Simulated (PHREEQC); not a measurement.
Spent oxide etchant: an equilibrium model

A solution holds 0.053 mol/kgw NH4HF2, 6.8e-05 mol/kgw (NH4)2SiF6, 0.00027 mol/kgw H3BO3 and 0.0006 mol/kgw H2SO4, at 25 °C. Closed to the air; pH follows from the charge balance.

Computed with PHREEQC (ion-association model, phreeqc.dat).

Each row changes one thing in this solution. No solid was allowed to form.

| case | pH | ionic strength (mol/kgw) | F- (mol/kgw) | HF (mol/kgw) | HF2- (mol/kgw) | SO4-2 (mol/kgw) | SI of Quartz (SiO2) |
|---|---|---|---|---|---|---|---|
| as made | 3.08 | 0.0545 | 0.0448 | 0.0447 | 0.00769 | 0.000446 | -9.75 |
| H3BO3 from 0.00027 to 0.000243 mol/kgw | 3.08 | 0.0545 | 0.0449 | 0.0448 | 0.00770 | 0.000446 | -9.75 |
| temperature from 25 to 15 °C | 3.01 | 0.0547 | 0.0455 | 0.0450 | 0.00718 | 0.000446 | -10.34 |
| temperature from 25 to 70 °C | 3.44 | 0.0540 | 0.0435 | 0.0445 | 0.00847 | 0.000449 | -7.22 |
| H3BO3 from 0.00027 to 0.000135 mol/kgw | 3.08 | 0.0545 | 0.0449 | 0.0450 | 0.00776 | 0.000446 | -9.76 |
| NH4HF2 left out | 2.95 | 0.00185 | 0.000157 | 0.000250 | 1.50e-7 | 0.000548 | -0.19 |
| H2SO4 from 0.0006 to 0.003 mol/kgw | 2.99 | 0.0560 | 0.0404 | 0.0492 | 0.00763 | 0.00222 | -9.83 |

Species that the database lacks are ignored. At this temperature some constants are extrapolated from 25 °C, and those without enthalpy data are left unchanged. SiF6-2 is the database's only silicon fluoride. Real BF4- forms and hydrolyses slowly; the run takes it at equilibrium.
